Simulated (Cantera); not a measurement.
# Stirred combustor or abatement burner

A perfectly stirred reactor is fed with CH4 : O2 : N2 = 1 : 1.67 : 4.2 (molar parts), at 218 Torr; it is adiabatic with a 625 K inlet, and is followed from long to short residence time, starting on the burning branch (τ in s: 0.37, 0.14, 0.05, 0.018, 0.0068, 0.0025, 0.00092, 0.00034, 0.00012, 4.6e-05, 1.7e-05, 6.2e-06).

Model: GRI-Mech 3.0 (53 species, 325 reactions), integrated in Cantera.

```json
[
 {"τ (s)": "0.37", "T (K)": "2522", "x CH4": "6.42e-7", "x O2": "0.00557", "x H2O": "0.223", "x HCO": "5.04e-8", "x CO2": "0.0660"},
 {"τ (s)": "0.14", "T (K)": "2519", "x CH4": "1.67e-6", "x O2": "0.00573", "x H2O": "0.222", "x HCO": "8.66e-8", "x CO2": "0.0659"},
 {"τ (s)": "0.050", "T (K)": "2510", "x CH4": "4.45e-6", "x O2": "0.00615", "x H2O": "0.221", "x HCO": "1.90e-7", "x CO2": "0.0657"},
 {"τ (s)": "0.018", "T (K)": "2488", "x CH4": "1.13e-5", "x O2": "0.00703", "x H2O": "0.219", "x HCO": "4.68e-7", "x CO2": "0.0650"},
 {"τ (s)": "0.0068", "T (K)": "2448", "x CH4": "2.65e-5", "x O2": "0.00848", "x H2O": "0.216", "x HCO": "1.15e-6", "x CO2": "0.0637"},
 {"τ (s)": "0.0025", "T (K)": "2391", "x CH4": "6.34e-5", "x O2": "0.0105", "x H2O": "0.211", "x HCO": "2.92e-6", "x CO2": "0.0618"},
 {"τ (s)": "0.00092", "T (K)": "2334", "x CH4": "0.000160", "x O2": "0.0128", "x H2O": "0.206", "x HCO": "7.53e-6", "x CO2": "0.0596"},
 {"τ (s)": "0.00034", "T (K)": "2286", "x CH4": "0.000435", "x O2": "0.0161", "x H2O": "0.203", "x HCO": "2.00e-5", "x CO2": "0.0561"},
 {"τ (s)": "0.00012", "T (K)": "2217", "x CH4": "0.00149", "x O2": "0.0246", "x H2O": "0.199", "x HCO": "5.82e-5", "x CO2": "0.0472"},
 {"τ (s)": "4.6e-5", "T (K)": "625", "x CH4": "0.146", "x O2": "0.243", "x H2O": "<1e-12", "x HCO": "<1e-12", "x CO2": "<1e-12"},
 {"τ (s)": "1.7e-5", "T (K)": "625", "x CH4": "0.146", "x O2": "0.243", "x H2O": "<1e-12", "x HCO": "<1e-12", "x CO2": "<1e-12"},
 {"τ (s)": "6.2e-6", "T (K)": "625", "x CH4": "0.146", "x O2": "0.243", "x H2O": "<1e-12", "x HCO": "<1e-12", "x CO2": "<1e-12"}
]
```
x: mole fraction; the columns are a selection and need not sum to one.
